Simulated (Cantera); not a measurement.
A closed system holds: 1 mol SiO2, 0.037 mol C, 0.34 mol H2, at 0.00410 bar.

Cantera equilibrium calculation (NASA polynomials, part measured and part estimated; ideal gas, pure solids and liquids). Candidate condensed phases: C, C6H6, C7H8, C8H18, H2O, Si, SiC, SiO2; 123 gas species. Mutual solubility and eutectic melting of coexisting phases are not modelled. The tables hold silica as quartz up to 1696 K and as liquid above; real silica turns to tridymite and cristobalite and melts near 1996 K. Rates play no part. All values below are at 1450 K.

Base state: H2 0.917, CO 0.0706, SiO 0.0123, H 0.000141 (mole fractions); condensed: SiC(s) + SiO2(β-quartz).

**Question.** What changes in the equilibrium state with this change: C from 0.037 to 0.058 mol?

**Answer.** 
```json
[
 {"species": "H2", "before": "0.917", "after": "0.885"},
 {"species": "CO", "before": "0.0706", "after": "0.104"},
 {"species": "SiO", "before": "0.0123", "after": "0.0108"},
 {"species": "H", "before": "0.000141", "after": "0.000139"},
 {"species": "SiC(s), mol", "before": "0.0108", "after": "0.0179"},
 {"species": "SiO2(β-quartz), mol", "before": "0.985", "after": "0.978"}
]
```

**Question.** What changes in the equilibrium state with this change: C from 0.037 to 0.27 mol?

**Answer.** 
| species | before | after |
|---|---|---|
| H2 | 0.917 | 0.647 |
| CO | 0.0706 | 0.345 |
| SiO | 0.0123 | 0.00726 |
| H | 0.000141 | 0.000119 |
| SiC(s), mol | 0.0108 | 0.0887 |
| SiO2(β-quartz), mol | 0.985 | 0.907 |

**Question.** What changes in the equilibrium state with this change: C from 0.037 to 0.016 mol?

**Answer.** 
```json
[
 {"species": "H2", "before": "0.917", "after": "0.949"},
 {"species": "CO", "before": "0.0706", "after": "0.0350"},
 {"species": "SiO", "before": "0.0123", "after": "0.0156"},
 {"species": "H", "before": "0.000141", "after": "0.000144"},
 {"species": "SiC(s), mol", "before": "0.0108", "after": "0.00348"},
 {"species": "SiO2(β-quartz), mol", "before": "0.985", "after": "0.991"}
]
```
